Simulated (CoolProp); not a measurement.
R125 at 293.15 K and 1.85 MPa flows at 0.12 m/s in a round tube of 100 mm bore and 1.5 µm roughness, fully developed (64/Re and Nu = 3.66 if laminar; Colebrook and Gnielinski if turbulent). Each further row changes one setting.

Computed with CoolProp (reference Helmholtz-energy equation of state, Lemmon 2005).

```
case               Reynolds number  Darcy friction factor  pressure drop (Pa/m)  heat-transfer coefficient (W/(m² K))  mass flow (kg/h)
-----------------  ---------------  ---------------------  --------------------  ------------------------------------  ----------------
as stated                    94500                 0.0183                  1.61                                   255              4160
velocity 0.24 m/s           189000                 0.0159                  5.63                                   460              8320
diameter 200 mm             189000                 0.0159                 0.701                                   229             16600
```

Viscosity comes from a separate model (Huber 2006). Thermal conductivity comes from a separate model (Perkins 2006).
